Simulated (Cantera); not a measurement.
A freely propagating, adiabatic, planar premixed flame of 27.5 % H₂, 12.5 % O₂, 60.0 % N₂, equivalence ratio 1.1, unburnt at 373 K and 6.40 bar; multicomponent transport, grid criteria slope 0.08 and curve 0.16, no radiation.

Detailed kinetics in Cantera: the H2/O2 subset of GRI-Mech 3.0, which has no nitrogen chemistry. The hydrogen kinetics of GRI-Mech 3.0 are dated; newer H2 mechanisms differ, most at raised pressure. Burning velocities carry a grid error of a few per cent, more on coarse grids.

x: mole fraction of selected species; z is measured from the peak of heat release.

```json
[
 {"z (mm)": "-0.127", "T (K)": "373", "u (m/s)": "1.99", "x H₂": "0.275", "x O₂": "0.125", "x HO₂": "<1e-8", "x H₂O₂": "<1e-8", "x O": "<1e-8", "x OH": "<1e-8"},
 {"z (mm)": "-0.0845", "T (K)": "373", "u (m/s)": "1.99", "x H₂": "0.275", "x O₂": "0.125", "x HO₂": "2.80e-8", "x H₂O₂": "<1e-8", "x O": "<1e-8", "x OH": "<1e-8"},
 {"z (mm)": "-0.0634", "T (K)": "374", "u (m/s)": "1.99", "x H₂": "0.273", "x O₂": "0.126", "x HO₂": "2.32e-7", "x H₂O₂": "6.44e-8", "x O": "<1e-8", "x OH": "<1e-8"},
 {"z (mm)": "-0.0422", "T (K)": "379", "u (m/s)": "2.00", "x H₂": "0.267", "x O₂": "0.127", "x HO₂": "5.03e-6", "x H₂O₂": "1.40e-6", "x O": "6.64e-8", "x OH": "<1e-8"},
 {"z (mm)": "-0.0211", "T (K)": "(withheld)", "u (m/s)": "2.49", "x H₂": "0.228", "x O₂": "0.129", "x HO₂": "0.000405", "x H₂O₂": "7.68e-5", "x O": "4.57e-6", "x OH": "1.57e-5"},
 {"z (mm)": "-0.0106", "T (K)": "(withheld)", "u (m/s)": "4.16", "x H₂": "0.177", "x O₂": "0.115", "x HO₂": "0.000959", "x H₂O₂": "0.000164", "x O": "0.000168", "x OH": "0.000679"},
 {"z (mm)": "0", "T (K)": "(withheld)", "u (m/s)": "6.21", "x H₂": "0.120", "x O₂": "0.0823", "x HO₂": "0.000429", "x H₂O₂": "5.07e-5", "x O": "0.00132", "x OH": "0.00190"},
 {"z (mm)": "0.0106", "T (K)": "(withheld)", "u (m/s)": "7.59", "x H₂": "0.0745", "x O₂": "0.0472", "x HO₂": "0.000197", "x H₂O₂": "6.04e-6", "x O": "0.00278", "x OH": "0.00431"},
 {"z (mm)": "0.0211", "T (K)": "(withheld)", "u (m/s)": "8.37", "x H₂": "0.0505", "x O₂": "0.0260", "x HO₂": "9.49e-5", "x H₂O₂": "3.32e-6", "x O": "0.00319", "x OH": "0.00670"},
 {"z (mm)": "0.0422", "T (K)": "1930", "u (m/s)": "9.11", "x H₂": "0.0363", "x O₂": "0.0120", "x HO₂": "3.69e-5", "x H₂O₂": "1.93e-6", "x O": "0.00271", "x OH": "0.00859"},
 {"z (mm)": "0.0845", "T (K)": "2062", "u (m/s)": "9.68", "x H₂": "0.0310", "x O₂": "0.00668", "x HO₂": "1.67e-5", "x H₂O₂": "1.11e-6", "x O": "0.00159", "x OH": "0.00793"},
 {"z (mm)": "0.169", "T (K)": "2154", "u (m/s)": "10.1", "x H₂": "0.0270", "x O₂": "0.00378", "x HO₂": "7.58e-6", "x H₂O₂": "6.68e-7", "x O": "0.000747", "x OH": "0.00606"},
 {"z (mm)": "0.338", "T (K)": "2211", "u (m/s)": "10.3", "x H₂": "0.0237", "x O₂": "0.00190", "x HO₂": "2.98e-6", "x H₂O₂": "3.78e-7", "x O": "0.000315", "x OH": "0.00420"}
]
```

Complete the blanks.


- -0.0211, T (K): 491
- -0.0106, T (K): 852
- 0, T (K): 1296
- 0.0106, T (K): 1596
- 0.0211, T (K): 1766
